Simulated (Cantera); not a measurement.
An isothermal, constant-pressure homogeneous reactor starts with NO : N₂ = 1 : 1.5 (molar parts), at 1925 K and 760 Torr.

Model: GRI-Mech 3.0 (53 species, 325 reactions), integrated in Cantera.

x: mole fraction; the columns are a selection and need not sum to one.

```json
[
 {"t (s)": "0.000300", "x NO": "0.400", "x NO₂": "(withheld)", "x O₂": "1.31e-6", "x O": "8.81e-6", "x N₂": "0.600"},
 {"t (s)": "0.000808", "x NO": "0.400", "x NO₂": "(withheld)", "x O₂": "1.57e-5", "x O": "1.97e-5", "x N₂": "0.600"},
 {"t (s)": "0.00217", "x NO": "0.399", "x NO₂": "0.000127", "x O₂": "0.000137", "x O": "2.97e-5", "x N₂": "0.600"},
 {"t (s)": "0.00585", "x NO": "0.399", "x NO₂": "0.000136", "x O₂": "0.000566", "x O": "3.16e-5", "x N₂": "0.601"},
 {"t (s)": "0.0158", "x NO": "0.396", "x NO₂": "0.000146", "x O₂": "0.00173", "x O": "3.40e-5", "x N₂": "0.602"},
 {"t (s)": "0.0424", "x NO": "0.390", "x NO₂": "(withheld)", "x O₂": "0.00485", "x O": "3.97e-5", "x N₂": "0.605"},
 {"t (s)": "0.114", "x NO": "0.373", "x NO₂": "(withheld)", "x O₂": "0.0130", "x O": "5.17e-5", "x N₂": "0.613"},
 {"t (s)": "0.307", "x NO": "0.333", "x NO₂": "0.000277", "x O₂": "0.0333", "x O": "7.31e-5", "x N₂": "0.634"},
 {"t (s)": "0.828", "x NO": "0.249", "x NO₂": "0.000299", "x O₂": "0.0754", "x O": "0.000104", "x N₂": "0.676"},
 {"t (s)": "2.23", "x NO": "0.129", "x NO₂": "(withheld)", "x O₂": "0.135", "x O": "0.000137", "x N₂": "0.736"},
 {"t (s)": "6.00", "x NO": "0.0380", "x NO₂": "(withheld)", "x O₂": "0.181", "x O": "0.000157", "x N₂": "0.781"}
]
```

Problem. Complete the blanks.

Solution. 
- 0.000300, x NO₂: 2.79e-5
- 0.000808, x NO₂: 7.80e-5
- 0.0424, x NO₂: 0.000170
- 0.114, x NO₂: 0.000216
- 2.23, x NO₂: 0.000205
- 6.00, x NO₂: 6.98e-5
